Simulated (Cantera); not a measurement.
# Thermodynamics of roasting and sulfation, feed MgO + SO2 + O2

Charge: 1 mol MgO, 0.71 mol SO2, 8 mol O2, equilibrated at 1.00 bar.

Cantera equilibrium calculation (NASA polynomials, part measured and part estimated; ideal gas, pure solids and liquids). Candidate condensed phases: Mg, MgO, MgS, MgSO4, S; 14 gas species. Mutual solubility and eutectic melting of coexisting phases are not modelled. The numbers say what is thermodynamically allowed, not how fast it happens.

```
T (K)  log p O2  log p SO2  log p SO3  log p O  log p SO  log p O3  n MgO(s)  n MgSO4(s)
-----  --------  ---------  ---------  -------  --------  --------  --------  ----------
900        0.00      -7.74      -6.91   -11.27      <-12    -11.83     0.290       0.710
975        0.00      -6.05      -5.66   -10.14      <-12    -11.20     0.290       0.710
1050       0.00      -4.62      -4.60    -9.17      <-12    -10.65     0.290       0.710
1125       0.00      -3.38      -3.69    -8.34      <-12    -10.17     0.295       0.705
1200       0.00      -2.31      -2.90    -7.60    -11.39     -9.76     0.338       0.662
1275      -0.02      -1.36      -2.21    -6.96     -9.66     -9.42     0.704       0.296
1350      -0.04      -1.12      -2.20    -6.39     -8.73     -9.12      1.00           0
1425      -0.04      -1.11      -2.38    -5.88     -8.10     -8.83      1.00           0
1500      -0.04      -1.10      -2.55    -5.41     -7.54     -8.56      1.00           0
1575      -0.04      -1.10      -2.70    -4.99     -7.03     -8.32      1.00           0
1650      -0.04      -1.10      -2.84    -4.61     -6.58     -8.10      1.00           0
1725      -0.04      -1.09      -2.97    -4.25     -6.16     -7.90      1.00           0
```
log p: log10 of the partial pressure in bar; n: condensed amount in mol.

From 900 K to 1275 K the condensed part is MgO(s) + MgSO4(s). From 1350 K to 1725 K the condensed part is MgO(s).
